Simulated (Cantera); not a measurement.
# Roasting and sulfation: FeS₂ + H₂S + CO₂

Input: 1 mol FeS₂, 0.071 mol H₂S, 0.79 mol CO₂, equilibrated at 100000 Pa.

Equilibrium computed with Cantera from the NASA thermochemical tables; the gas is ideal and each condensed phase is pure. Candidate condensed phases: C, C₆H₆, C₇H₈, C₈H₁₈, Fe, Fe(CO)₅, FeO, Fe(OH)₂, Fe(OH)₃, FeS, FeSO₄, FeS₂, Fe₂O₃, Fe₂(SO₄)₃, Fe₃O₄, H₂O, H₂SO₄, S; 127 gas species. FeS: taken at fixed stoichiometry. Gases not in the tables: S₃ to S₇. Kinetics and transport are ignored.

At 875 K the condensed part is FeS₂(s). From 925 K to 975 K the condensed part is FeS(s) + FeS₂(s). From 1025 K to 1425 K the condensed part is FeS(s).

```csv
T (K),log p CO₂,log p S₂,log p CO,log p H₂S,log p SO₂,log p H₂O,log p COS,n FeS₂(s),n FeS(s)
875,-0.05,-2.21,-1.94,-1.29,-4.22,-1.52,-1.74,1.00,0
925,-0.07,-1.50,-1.95,-1.32,-3.22,-1.51,-1.68,0.953,0.0468
975,-0.16,-0.69,-2.02,-1.38,-2.27,-1.64,-1.61,0.538,0.462
1025,-0.27,-0.45,-1.90,-1.47,-2.06,-1.75,-1.61,0,1.00
1075,-0.27,-0.45,-1.70,-1.51,-1.98,-1.69,-1.62,0,1.00
1125,-0.28,-0.45,-1.54,-1.56,-1.89,-1.64,-1.65,0,1.00
1175,-0.29,-0.45,-1.40,-1.61,-1.79,-1.60,-1.69,0,1.00
1225,-0.30,-0.45,-1.28,-1.66,-1.69,-1.56,-1.73,0,1.00
1275,-0.31,-0.46,-1.17,-1.72,-1.59,-1.53,-1.77,0,1.00
1325,-0.33,-0.46,-1.08,-1.78,-1.50,-1.51,-1.82,0,1.00
1375,-0.35,-0.46,-1.00,-1.84,-1.41,-1.49,-1.87,0,1.00
1425,-0.37,-0.47,-0.92,-1.90,-1.34,-1.48,-1.92,0,1.00
```
log p: log10 of the partial pressure in bar; n: condensed amount in mol.
